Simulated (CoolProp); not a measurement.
Vapour-liquid equilibrium of p-xylene (1) + n-undecane (2) at 131.15 °C; x and y are mole fractions of (1).

Values from CoolProp's multi-fluid Helmholtz-energy mixture model, Zhou 2012 and Aleksandrov 2011; pair parameters Bell 2016.

| x | bubble pressure (MPa) | y at the bubble point | dew pressure at overall composition x (MPa) | liquid density (mol/L) |
|---|---|---|---|---|
| 0.05 | 0.01822 | 0.212 | 0.01569 | [?] |
| 0.125 | 0.02303 | 0.423 | 0.01677 | 4.431 |
| 0.2 | 0.02791 | 0.563 | [?] | [?] |
| 0.275 | 0.03285 | 0.662 | [?] | 4.758 |
| 0.35 | 0.03786 | 0.736 | [?] | 4.938 |
| 0.425 | 0.04292 | 0.794 | 0.02308 | 5.129 |
| 0.5 | 0.04805 | [?] | [?] | 5.334 |
| 0.575 | 0.05322 | 0.876 | 0.02843 | 5.553 |
| 0.65 | 0.05845 | 0.907 | 0.03216 | 5.788 |
| 0.725 | 0.06373 | 0.933 | 0.03700 | 6.041 |
| 0.8 | 0.06904 | 0.955 | 0.04357 | 6.314 |
| 0.875 | 0.07439 | 0.974 | 0.05300 | 6.610 |
| 0.95 | 0.07975 | 0.990 | 0.06770 | 6.930 |

### Question
Complete the blanks.

### Answer

- 0.05, liquid density (mol/L): 4.281
- 0.2, dew pressure at overall composition x (MPa): 0.01800
- 0.2, liquid density (mol/L): 4.590
- 0.275, dew pressure at overall composition x (MPa): 0.01943
- 0.35, dew pressure at overall composition x (MPa): 0.02110
- 0.5, y at the bubble point: 0.839
- 0.5, dew pressure at overall composition x (MPa): 0.02548

No azeotrope shows between x = 0.05 and 0.95.

Pair parameters are fitted to limited data, so mixtures are less certain than the pure fluids.
